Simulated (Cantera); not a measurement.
**Stirred combustor or abatement burner**

A perfectly stirred reactor is fed with 6.33 % C₂H₆, 17.0 % O₂, 64.0 % N₂, 12.7 % H₂O, at 233 Torr; it is adiabatic with a 425 K inlet, and is followed from long to short residence time, starting on the burning branch (τ in s: 0.053, 0.029, 0.016, 0.0086, 0.0047, 0.0026, 0.0014, 0.00076, 0.00041, 0.00022, 0.00012, 6.7e-05).

Cantera simulation using GRI-Mech 3.0 (53 species, 325 reactions); the numbers are that mechanism's predictions, not measurements.

| τ (s) | T (K) | x C₂H₆ | x O₂ | x H₂O | x CH₂O | x N₂O |
|---|---|---|---|---|---|---|
| 0.053 | 1937 | 2.22e-6 | 0.000654 | 0.244 | 2.04e-6 | 6.99e-9 |
| 0.029 | 1926 | 3.64e-6 | 0.000916 | 0.243 | 3.10e-6 | 8.02e-9 |
| 0.016 | 1913 | 6.00e-6 | 0.00125 | 0.242 | 4.81e-6 | 9.12e-9 |
| 0.0086 | 1900 | 1.03e-5 | 0.00171 | 0.241 | 7.85e-6 | 1.04e-8 |
| 0.0047 | 1886 | 1.81e-5 | 0.00234 | 0.240 | 1.31e-5 | 1.18e-8 |
| 0.0026 | 1870 | 3.23e-5 | 0.00327 | 0.239 | 2.25e-5 | 1.34e-8 |
| 0.0014 | 1849 | 6.28e-5 | 0.00496 | 0.239 | 4.17e-5 | 1.49e-8 |
| 0.00076 | 1811 | 0.000138 | 0.00853 | 0.238 | 8.45e-5 | 1.46e-8 |
| 0.00041 | 425 | 0.0633 | 0.170 | 0.127 | <1e-12 | <1e-12 |
| 0.00022 | 425 | 0.0633 | 0.170 | 0.127 | <1e-12 | <1e-12 |
| 0.00012 | 425 | 0.0633 | 0.170 | 0.127 | <1e-12 | <1e-12 |
| 6.7e-5 | 425 | 0.0633 | 0.170 | 0.127 | <1e-12 | <1e-12 |
x: mole fraction; the columns are a selection and need not sum to one.
